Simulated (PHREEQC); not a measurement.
Make-up at 90 °C: 24 mmol/kgw CuSO4. Closed to the air; pH follows from the charge balance.

All values are PHREEQC results (ion-association model, phreeqc.dat), not measurements.

Problem. The ionic strength comes out as 0.0567 mol/kgw. What activity coefficients do Cu+2, H+, Cu2(OH)2+2, SO4-2, CuOH+ get?

Solution. Cu+2 0.42, H+ 0.83, Cu2(OH)2+2 0.39, SO4-2 0.40, CuOH+ 0.79.

This is a speciation only: nothing precipitates in the calculation. Away from 25 °C the constants follow the database's enthalpies or fits; those with neither stay at their 25 °C values.
